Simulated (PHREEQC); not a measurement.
Make-up at 25 °C: 0.01 mol/kgw CsCl. Closed to the air; pH follows from the charge balance.

Model: ion-association model, wateq4f.dat, run in PHREEQC.

```
quantity                  before   after
------------------------  ------  ------
pH                          7.00    7.57
ionic strength (mol/kgw)  0.0100  0.0100
```

Problem. Name the change that produced these shifts.
(A) 0.016 mol/kgw Cd(NO3)2 added
(B) 0.0025 mol/kgw NH4BF4 added
(C) 0.0015 mol/kgw Na2SO4 added
(D) CsCl from 0.01 to 0.1 mol/kgw
(E) CsCl replaced by CsF at the same molality

Solution. E, CsCl replaced by CsF at the same molality

No solid was allowed to form.
